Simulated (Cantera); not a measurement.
An adiabatic, constant-volume homogeneous reactor starts with 11.2 % CH4, 18.7 % O2, 70.1 % N2, equivalence ratio 1.2, at 1475 K and 12800 Torr.

Cantera simulation using GRI-Mech 3.0 (53 species, 325 reactions); the numbers are that mechanism's predictions, not measurements. The pressure lies above the range GRI-Mech 3.0 was tuned for (to about 10 atm). Above 3000 K some thermodynamic fits are extrapolated.

Task: Predict: time of steepest temperature rise; temperature at 0.800 s; equilibrium temperature; x(O2) at 0.800 s; x(H) at 0.800 s; x(NO2) at 0.800 s; x(CO2) at 0.800 s; x(CO) at 0.800 s; x(HCO) at 0.800 s.

Result: 
| Quantity | Value |
|---|---|
| time of steepest temperature rise | 0.147 ms |
| temperature at 0.800 s | 3177 K |
| equilibrium temperature | 3177 K |
| x(O2) at 0.800 s | 0.00471 (gas-phase equilibrium 0.00471) |
| x(H) at 0.800 s | 0.00752 (gas-phase equilibrium 0.00752) |
| x(NO2) at 0.800 s | 3.85e-6 (gas-phase equilibrium 3.85e-6) |
| x(CO2) at 0.800 s | 0.0434 (gas-phase equilibrium 0.0434) |
| x(CO) at 0.800 s | 0.0621 (gas-phase equilibrium 0.0621) |
| x(HCO) at 0.800 s | 1.17e-6 (gas-phase equilibrium 1.17e-6) |
